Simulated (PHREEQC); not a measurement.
A solution holds 0.012 mol ZnSO4, 4.7e-05 mol CaCl2, 0.2 mol H2SO4 and 0.023 mol NaCl per kg of water, at 25 °C. Closed to the air; pH follows from the charge balance.

The numbers come from PHREEQC with the ion-association model, phreeqc.dat.

Task: The ionic strength comes out as 0.301 mol/kgw. What activity coefficients do SO4-2, ZnCl+, Zn+2, CaHSO4+, NaSO4- get?

Result: SO4-2 0.25, ZnCl+ 0.69, Zn+2 0.26, CaHSO4+ 0.73, NaSO4- 0.72.

Precipitation was switched off in this run.
